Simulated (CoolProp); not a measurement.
Vapour-liquid equilibrium of CHF3 (R23) (1) + R125 (2) at 258.8 K; x and y are mole fractions of (1).

The numbers come from the multi-fluid Helmholtz-energy mixture model, Penoncello 2003 and Lemmon 2005; pair parameters Bell 2016 in CoolProp.

```json
[
 {"x": "0.05", "bubble pressure, mixture model (kPa)": "466.4", "bubble pressure, Raoult's law (kPa)": "476.7", "y, mixture model": "0.142", "y, Raoult's law": "0.174"},
 {"x": "0.125", "bubble pressure, mixture model (kPa)": "547.3", "bubble pressure, Raoult's law (kPa)": "570.0", "y, mixture model": "0.310", "y, Raoult's law": "0.364"},
 {"x": "0.2", "bubble pressure, mixture model (kPa)": "631.5", "bubble pressure, Raoult's law (kPa)": "663.3", "y, mixture model": "0.440", "y, Raoult's law": "0.500"},
 {"x": "0.275", "bubble pressure, mixture model (kPa)": "718.2", "bubble pressure, Raoult's law (kPa)": "756.6", "y, mixture model": "0.543", "y, Raoult's law": "0.603"},
 {"x": "0.35", "bubble pressure, mixture model (kPa)": "807.2", "bubble pressure, Raoult's law (kPa)": "849.9", "y, mixture model": "0.626", "y, Raoult's law": "0.683"},
 {"x": "0.425", "bubble pressure, mixture model (kPa)": "897.9", "bubble pressure, Raoult's law (kPa)": "943.2", "y, mixture model": "0.694", "y, Raoult's law": "0.747"},
 {"x": "0.5", "bubble pressure, mixture model (kPa)": "990.2", "bubble pressure, Raoult's law (kPa)": "1037", "y, mixture model": "0.752", "y, Raoult's law": "0.800"},
 {"x": "0.575", "bubble pressure, mixture model (kPa)": "1084", "bubble pressure, Raoult's law (kPa)": "1130", "y, mixture model": "0.802", "y, Raoult's law": "0.844"},
 {"x": "0.65", "bubble pressure, mixture model (kPa)": "1180", "bubble pressure, Raoult's law (kPa)": "1223", "y, mixture model": "0.845", "y, Raoult's law": "0.881"},
 {"x": "0.725", "bubble pressure, mixture model (kPa)": "1277", "bubble pressure, Raoult's law (kPa)": "1316", "y, mixture model": "0.883", "y, Raoult's law": "0.913"},
 {"x": "0.8", "bubble pressure, mixture model (kPa)": "1377", "bubble pressure, Raoult's law (kPa)": "1410", "y, mixture model": "0.918", "y, Raoult's law": "0.941"},
 {"x": "0.875", "bubble pressure, mixture model (kPa)": "1479", "bubble pressure, Raoult's law (kPa)": "1503", "y, mixture model": "0.950", "y, Raoult's law": "0.966"},
 {"x": "0.95", "bubble pressure, mixture model (kPa)": "1586", "bubble pressure, Raoult's law (kPa)": "1596", "y, mixture model": "0.981", "y, Raoult's law": "0.987"}
]
```

The largest gap from Raoult's law is -5.1 % in bubble pressure, at x = 0.275. No azeotrope shows between x = 0.05 and 0.95.

The pair parameters rest on a limited set of measurements; away from them the model extrapolates.
